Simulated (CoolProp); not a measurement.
The fluid at 433.43 K and 0.112 MPa is throttled through a valve to 0.0768 MPa with no heat exchange. The same conditions are run with several fluids, on thermodynamics alone (safety and materials aside).

The numbers come from the reference Helmholtz-energy equation of state of each fluid (R114: Platzer 1990; n-perfluoropentane: Gao 2022; R115: Lemmon 2016; 1,2-dichloroethane: Thol 2015; neopentane: Lemmon 2006) in CoolProp. The equations of Platzer and Polt are older, rougher fits.

```csv
fluid,temperature change (K),final density (kg/m³)
R114,-0.3,(withheld)
n-perfluoropentane,-0.2,(withheld)
R115,-0.2,3.31
"1,2-dichloroethane",(withheld),(withheld)
neopentane,-0.3,(withheld)
```

### Question
Some entries are withheld; supply them.

### Answer

- R114, final density (kg/m³): 3.67
- n-perfluoropentane, final density (kg/m³): 6.21
- 1,2-dichloroethane, temperature change (K): -0.7
- 1,2-dichloroethane, final density (kg/m³): 2.14
- neopentane, final density (kg/m³): 1.55
